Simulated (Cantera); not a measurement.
Feed: 1 mol SiCl₄, 0.0081 mol C₃H₈, 3.2 mol H₂, at 13.3 mbar.

These are equilibrium values from Cantera (NASA tables, ideal gas, pure condensed phases), not measurements of a reactor. Candidate condensed phases: C, C₆H₆, C₇H₈, C₈H₁₈, Si, SiC; 109 gas species. Gases not in the tables: Si₂H₆ and higher silanes. Kinetics and transport are ignored.

Over these rows the condensed part is SiC(s). Partial pressures as log10 of bar:

| T (K) | 1000/T (1/K) | log p SiC₂ | log p H₂ | log p HCl | log p SiCl₂ | log p H |
|---|---|---|---|---|---|---|
| 2050 | 0.4878 | -7.11 | -2.26 | -2.29 | -2.62 | -3.77 |
| 2100 | 0.4762 | -6.65 | -2.26 | -2.30 | -2.63 | -3.64 |
| 2150 | 0.4651 | ? | -2.27 | -2.30 | -2.64 | -3.51 |
| 2200 | 0.4545 | -5.77 | -2.28 | -2.30 | -2.66 | -3.39 |
| 2250 | 0.4444 | -5.35 | -2.29 | -2.30 | -2.68 | -3.28 |
| 2300 | 0.4348 | -4.93 | -2.31 | -2.31 | -2.70 | -3.17 |

Q: Fit log p(SiC₂) = a + b·(1000/T) to the five rows, give the apparent enthalpy, and predict the row at 2150 K.

A: Means: 1000/T = 0.4595, log p = -5.962. Sxy = -0.079670, Sxx = 0.0019429, so b = -41.01 and a = -5.962 − (-41.01)×0.4595 = 12.88.
Apparent enthalpy: −19.145 × (-41.01) = 785 kJ/mol. With the condensed phases at unit activity, 2 SiC(s) + 2 HCl(g) = SiC₂(g) + H₂(g) + SiCl₂(g) links this pressure to the main gases: over the six rows their terms move log p by +0.09 in all, so the slope is close to that reaction's ΔH°. The five rows lie within 0.02 of the line.
Prediction at 2150 K: 12.88 + (-41.01)×0.4651 = -6.19. The computed value is -6.20, 0.01 from the line.
